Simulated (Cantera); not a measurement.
Feed: 1 mol TEOS, 9.1 mol N2O, 1.1 mol N2, equilibrated at 1450 K and 0.825 Torr.

Method: chemical equilibrium by Gibbs-energy minimisation in Cantera with the NASA 1993 tables (ideal gas, pure condensed phases). Candidate condensed phases: C, C6H6, C7H8, C8H18, H2O, Si, SiC, SiO2, Si2N2O, Si3N4; 151 gas species. The feed counts by its element totals alone. The tables hold silica as quartz up to 1696 K and as liquid above; real silica turns to tridymite and cristobalite and melts near 1996 K. Kinetics and transport are ignored.

Base state: N2 0.362, H2 0.275, CO 0.253, H2O 0.0793, CO2 0.0306, H 0.000150 (mole fractions); condensed: SiO2(β-quartz).

Task: What changes in the equilibrium state with this change: temperature from 1450 K to 1223 K?

Result: 
```
species                before    after
-------------------  --------  -------
N2                      0.362    0.362
H2                      0.275    0.285
CO                      0.253    0.243
CO2                    0.0306   0.0405
H2O                    0.0793   0.0694
H                    0.000150  4.84e-6
SiO2(β-quartz), mol     1.000     1.00
```
